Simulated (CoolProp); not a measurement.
Properties of R125 along the isotherm 350.9 K (Tc = 339.2 K, pc = 36.18 bar, ω = 0.305).

The numbers come from the reference Helmholtz-energy equation of state, Lemmon 2005 in CoolProp.

```tsv
p (bar)	phase	Z	isothermal compressibility (1/MPa)	expansivity (1/kK)	viscosity (µPa s)	conductivity (mW/(m K))
18.1	gas	___	0.6829	5.413	16.0	19.2
36.2	supercritical	0.5796	___	18.23	19.9	25.2
54.3	supercritical	0.2781	0.1542	22.38	58.7	___
72.4	supercritical	0.3206	0.04692	9.785	77.2	47.4
90.5	supercritical	0.3758	0.02769	6.908	88.7	50.3
109	supercritical	0.4336	0.01955	___	98.1	52.7
127	supercritical	0.4898	0.01521	4.725	106	54.7
145	supercritical	0.5456	0.01247	4.179	113	56.4
163	supercritical	___	0.01057	3.780	119	58.0
181	supercritical	0.6554	0.009176	3.473	___	59.5
```

Question: Complete the blanks.

Answer: 
- 18.1, Z: 0.8288
- 36.2, isothermal compressibility (1/MPa): 0.6041
- 54.3, conductivity (mW/(m K)): 43.4
- 109, expansivity (1/kK): 5.527
- 163, Z: 0.6008
- 181, viscosity (µPa s): 125

Viscosity comes from a separate model (Huber 2006). Thermal conductivity comes from a separate model (Perkins 2006).
